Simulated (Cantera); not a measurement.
A closed system holds: 1 mol SiH4, 1.8 mol NH3, 47 mol H2, held at 1925 K and 13.3 mbar.

Method: chemical equilibrium by Gibbs-energy minimisation in Cantera with the NASA 1993 tables (ideal gas, pure condensed phases). Candidate condensed phases: Si, Si3N4; 18 gas species. Gases not in the tables: Si2H6 and higher silanes. Equilibrium is a limit: real reactors are often held back by kinetics, nucleation or transport.

**Question.** What is the equilibrium state?

**Answer.** 
- x(H2) = 0.973
- x(N2) = 0.0170
- x(H) = 0.00817
- x(Si) = 0.00131
- x(SiH) = 0.000121
- x(SiH2) = 6.63e-5
- x(Si2) = 1.12e-5
- x(Si2N) = 8.70e-6
- x(SiN) = 6.16e-6
- n(Si(l)) = 0.918 mol
- gas amount = 52.89 mol
